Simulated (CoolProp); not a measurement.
R142b along the isobar 4.19 bar: Z from the reference equation and from simpler models built on Tc = 410.3 K, pc = 40.55 bar, ω = 0.232; each cubic takes its own stable root.

Model: reference Helmholtz-energy equation of state, Lemmon 2006, in CoolProp. It is a short technical equation, of lower accuracy than the large ones.

| T (K) | phase | reference |
|---|---|---|
| 177.9 | liquid | 0.02068 |
| 219.6 | liquid | 0.01788 |
| 261.4 | liquid | 0.01615 |
| 303.1 | liquid | 0.01521 |
| 344.8 | gas | 0.9327 |
| 386.5 | gas | 0.9552 |
| 428.3 | gas | 0.9686 |
| 470 | gas | 0.9773 |

How far does each simpler model (van der Waals, Redlich-Kwong, Soave-Redlich-Kwong, Peng-Robinson) lie from the reference over these 8 states: mean and median of the absolute difference, and the worst?


- van der Waals: mean 1459.6 %, median 35.0 %, worst +6037.4 % at 303.1 K and 4.19 bar
- Redlich-Kwong: mean 741.9 %, median 7.1 %, worst +5892.8 % at 303.1 K and 4.19 bar
- Soave-Redlich-Kwong: mean 5.8 %, median 5.5 %, worst +12.5 % at 177.9 K and 4.19 bar
- Peng-Robinson: mean 0.8 %, median 0.4 %, worst -2.0 % at 261.4 K and 4.19 bar

At some of these states van der Waals, Redlich-Kwong gives the other phase, because its saturation line lies elsewhere.
